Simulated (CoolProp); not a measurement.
Vapour-liquid equilibrium of CF4 (R14) (1) + CHF3 (R23) (2) at 206.7 K; x and y are mole fractions of (1).

Computed with CoolProp (multi-fluid Helmholtz-energy mixture model, Platzer 1990 and Penoncello 2003; pair parameters Bell 2016). This equation is an older, rougher fit; its heat capacities, sound speeds and derivatives of the liquid may be far off and weren't checked against measurements.

### Question
Give the bubble pressure and the first vapour's composition at x = 0.125, 0.35, 0.65. Is there an azeotrope?

### Answer
x = 0.125: 729.1 kPa, y = 0.684; x = 0.35: 1244 kPa, y = 0.824; x = 0.65: 1563 kPa, y = 0.880. No azeotrope shows between x = 0.05 and 0.95.

The pair parameters rest on a limited set of measurements; away from them the model extrapolates. With so large a gap from Raoult's law the liquid may split in two, which this calculation doesn't test in full.
